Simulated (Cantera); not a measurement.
A perfectly stirred reactor is fed with 1.59 % CH4, 4.69 % O2, 93.7 % N2, at 58000 Pa; it is held at 1525 K, and followed from long to short residence time.

Computed with Cantera and GRI-Mech 3.0 (53 species, 325 reactions). The temperature is held fixed by assumption; the heat of reaction is taken as removed at once.

One state of this run: x CH4 = 8.30e-5; x O2 = 0.0166; x CH2 = 3.76e-7; x H2O = 0.0294; x CH3 = 8.02e-6; x CH2O = 7.22e-6. x: mole fraction; the columns are a selection and need not sum to one.

Question: Which value of τ (s) does it belong to?
(A) 0.0039
(B) 0.042
(C) 0.00011
(D) 0.14

Answer: A, 0.0039
